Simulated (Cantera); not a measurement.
A perfectly stirred reactor is fed with 26.3 % NO, 73.7 % N₂, at 13000 Pa; it is held at 2000 K, and followed from long to short residence time.

Computed with Cantera and GRI-Mech 3.0 (53 species, 325 reactions).

### Question
Predict: x(NO) at τ = 14.0 s; x(N₂) at τ = 14.0 s; x(O₂) at τ = 14.0 s; x(NO₂) at τ = 14.0 s; x(N₂O) at τ = 14.0 s; x(NO) at τ = 0.170 s; x(N₂) at τ = 0.170 s; x(O₂) at τ = 0.170 s; x(NO₂) at τ = 0.170 s; x(N₂O) at τ = 0.170 s.

### Answer
```json
{
  "x(NO) at τ = 14.0 s": "0.0670",
  "x(N₂) at τ = 14.0 s": "0.835",
  "x(O₂) at τ = 14.0 s": "0.0977",
  "x(NO₂) at τ = 14.0 s": "2.84e-5",
  "x(N₂O) at τ = 14.0 s": "1.79e-6",
  "x(NO) at τ = 0.170 s": "0.257",
  "x(N₂) at τ = 0.170 s": "0.740",
  "x(O₂) at τ = 0.170 s": "0.00298",
  "x(NO₂) at τ = 0.170 s": "2.72e-5",
  "x(N₂O) at τ = 0.170 s": "2.85e-5"
}
```
